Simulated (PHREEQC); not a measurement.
Dissolve 2.2 mmol/kgw NH4HF2, 0.17 mmol/kgw H2SiF6 and 19 mmol/kgw H3BO3 at 25 °C. Closed to the air; pH follows from the charge balance.

Model: ion-association model, phreeqc.dat, run in PHREEQC.

```csv
quantity,before,after
pH,3.48,3.65
ionic strength (mol/kgw),0.00257,0.00244
H3BO3 (mol/kgw),0.0179,0.0181
F- (mol/kgw),0.00140,0.00156
HF (mol/kgw),0.000658,0.00181
BF2(OH)2- (mol/kgw),0.000469,0.000649
```

Q: Which change was made?
A. temperature from 25 to 90 °C
B. temperature from 25 to 70 °C
C. H2SiF6 from 0.00017 to 3.4e-05 mol/kgw
D. H2SiF6 left out
E. diluted 2-fold with water

A: A, temperature from 25 to 90 °C

No solid was allowed to form. Some of these states are supersaturated (in Quartz (slow to form), for instance). Away from 25 °C the constants follow the database's enthalpies or fits; those with neither stay at their 25 °C values. SiF6-2 is the database's only silicon fluoride. Real BF4- forms and hydrolyses slowly; the run takes it at equilibrium.
